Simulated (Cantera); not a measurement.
A closed system holds: 1 mol CaCO3, 3.4 mol H2, 8.6 mol CO2, held at 1273.15 K and 12.0 Torr.

Method: chemical equilibrium by Gibbs-energy minimisation in Cantera with the NASA 1993 tables (ideal gas, pure condensed phases). Candidate condensed phases: C, C6H6, C7H8, C8H18, Ca, CaCO3, CaO, Ca(OH)2, H2O; 115 gas species. Rates play no part.

Base state: CO2 0.528, CO 0.211, H2O 0.211, H2 0.0508 (mole fractions); condensed: CaO(s).

Problem. What changes in the equilibrium state with this change: temperature from 1273.15 K to 1923.15 K?

Solution. 
| species | before | after |
|---|---|---|
| CO2 | 0.528 | 0.502 |
| CO | 0.211 | 0.236 |
| H2O | 0.211 | 0.234 |
| H2 | 0.0508 | 0.0256 |
| Ca(OH)2 | 2.66e-9 | 1.28e-5 |
| O2 | <1e-9 | 0.000130 |
| O | <1e-9 | 3.27e-5 |
| CaO(s), mol | 1.00 | 1.000 |
